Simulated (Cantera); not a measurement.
## Thermodynamics of chlorosilane synthesis and conversion, feed Si + HCl + H2

Feed: 1 mol Si, 0.87 mol HCl, 12 mol H2, held at 1 atm.

Cantera equilibrium calculation (NASA polynomials, part measured and part estimated; ideal gas, pure solids and liquids). Candidate condensed phases: Si; 19 gas species. The tables' values for SiCl3 are old estimates; treat these amounts as uncertain. The numbers say what is thermodynamically allowed, not how fast it happens.

From 775 K to 1375 K the condensed part is Si(s). The main Si-bearing gas is SiHCl3 at 775 K and SiCl2 at 1375 K. The share of Si in condensed phases is highest at 1375 K (86.6 %) and lowest at 775 K (74.6 %).

| T (K) | x H2 | x HCl | x SiHCl3 | x SiCl4 | x SiCl2 | n Si(s) |
|---|---|---|---|---|---|---|
| 775 | 0.979 | 0.000547 | 0.0103 | 0.00890 | 2.89e-7 | 0.746 |
| 875 | 0.978 | 0.00193 | 0.00982 | 0.00886 | 4.85e-6 | 0.751 |
| 975 | 0.976 | 0.00517 | 0.00912 | 0.00845 | 4.42e-5 | 0.763 |
| 1075 | 0.972 | 0.0112 | 0.00803 | 0.00746 | 0.000253 | 0.783 |
| 1175 | 0.965 | 0.0204 | 0.00638 | 0.00572 | 0.000982 | 0.812 |
| 1275 | 0.956 | 0.0313 | 0.00425 | 0.00345 | 0.00266 | 0.843 |
| 1375 | 0.949 | 0.0406 | 0.00219 | 0.00147 | 0.00502 | 0.866 |
x: gas mole fraction; n: condensed amount in mol.
